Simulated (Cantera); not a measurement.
Input (Python, Cantera):

```python
import numpy as np
import cantera as ct

gas = ct.Solution("h2o2.yaml")
gas.TPX = 1300, 64000, {'H2': 1.3, 'O2': 1, 'N2': 19}
inlet = ct.Reservoir(gas, clone=True)

reactor = ct.IdealGasConstPressureReactor(gas, energy="off", clone=False)
exhaust = ct.Reservoir(gas, clone=True)
tau = [1.8, 0.89, 0.43, 0.21, 0.1, 0.048, 0.023, 0.011, 0.0054][0]
for a, b in ((inlet, reactor), (reactor, exhaust)):
    ct.MassFlowController(a, b, mdot=lambda t: reactor.mass / tau)
net = ct.ReactorNet([reactor])
show = ['H2', 'O2', 'H', 'OH', 'O', 'H2O']

rows = []
print(f"{'tau/s':>10s}{'T/K':>9s}" + "".join(f"{s:>11s}" for s in show))
for tau in [1.8, 0.89, 0.43, 0.21, 0.1, 0.048, 0.023, 0.011, 0.0054]:
    net.initial_time = 0.0
    net.advance(30 * tau)
    before = gas.X
    net.advance(40 * tau)
    drift = np.max(np.abs(gas.X - before) / (gas.X + 1e-9))
    rows.append([gas.T, *gas[show].X, drift])
    print(f"{tau:10.3e}{gas.T:9.1f}" + "".join(f"{x:11.3e}" for x in gas[show].X))
```

Output:

```
     tau/s      T/K         H2         O2          H         OH          O        H2O
 1.800e+00   1300.0  5.021e-05  1.694e-02  4.279e-06  1.096e-04  1.521e-05  6.284e-02
 8.900e-01   1300.0  8.015e-05  1.694e-02  8.641e-06  1.383e-04  2.451e-05  6.279e-02
 4.300e-01   1300.0  1.296e-04  1.695e-02  1.784e-05  1.762e-04  4.011e-05  6.272e-02
 2.100e-01   1300.0  2.072e-04  1.697e-02  3.634e-05  2.238e-04  6.504e-05  6.260e-02
 1.000e-01   1300.0  3.351e-04  1.700e-02  7.563e-05  2.871e-04  1.069e-04  6.241e-02
 4.800e-02   1300.0  5.349e-04  1.706e-02  1.551e-04  3.673e-04  1.737e-04  6.212e-02
 2.300e-02   1300.0  8.470e-04  1.718e-02  3.156e-04  4.696e-04  2.801e-04  6.165e-02
 1.100e-02   1300.0  1.327e-03  1.737e-02  6.328e-04  5.990e-04  4.472e-04  6.091e-02
 5.400e-03   1300.0  2.015e-03  1.768e-02  1.210e-03  7.528e-04  6.925e-04  5.980e-02
```

Cantera simulation using the H2/O2 subset of GRI-Mech 3.0, which has no nitrogen chemistry; the numbers are that mechanism's predictions, not measurements. The temperature is held fixed by assumption; the heat of reaction is taken as removed at once.
